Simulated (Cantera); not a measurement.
Pyrogenic steam for wet oxidation

An isothermal, constant-pressure homogeneous reactor starts with 41.2 % H₂, 29.4 % O₂, 29.4 % N₂, equivalence ratio 0.70, at 1025 K and 0.590 bar.

Cantera simulation using the H2/O2 subset of GRI-Mech 3.0, which has no nitrogen chemistry; the numbers are that mechanism's predictions, not measurements. The temperature is held fixed by assumption; the heat of reaction is taken as removed at once.

| t (s) | x H₂ | x O₂ | x HO₂ | x H₂O₂ | x O |
|---|---|---|---|---|---|
| 1.00e-6 | 0.412 | 0.294 | 1.05e-10 | <1e-12 | 4.73e-12 |
| 6.00e-6 | 0.412 | 0.294 | 7.56e-10 | <1e-12 | 8.91e-11 |
| 3.59e-5 | 0.412 | 0.294 | 3.30e-8 | 6.98e-11 | 7.17e-9 |
| 0.000215 | 0.0925 | 0.152 | 0.000263 | 2.12e-5 | 0.000587 |
| 0.00129 | 0.0695 | 0.142 | 0.000108 | 0.000191 | 9.18e-7 |
| 0.00775 | 0.0628 | 0.139 | 0.000138 | 0.000390 | 1.83e-6 |
| 0.0464 | 0.0269 | 0.123 | 0.000101 | 0.000240 | 1.44e-6 |
| 0.278 | 0.00130 | 0.112 | 1.56e-5 | 6.69e-6 | 1.06e-7 |
| 1.67 | 5.66e-5 | 0.111 | 1.13e-6 | 4.15e-8 | 1.11e-9 |
| 10.0 | 1.22e-7 | 0.111 | 9.76e-9 | 9.99e-11 | 1.50e-11 |
| 60.0 | 3.69e-10 | 0.111 | 1.70e-9 | 5.11e-10 | 1.44e-10 |
x: mole fraction; the columns are a selection and need not sum to one.

Equilibrium at this temperature and pressure: H₂ 3.69e-10, O₂ 0.111, HO₂ 1.70e-9, H₂O₂ 5.11e-10, O 1.44e-10 (gas phase only).
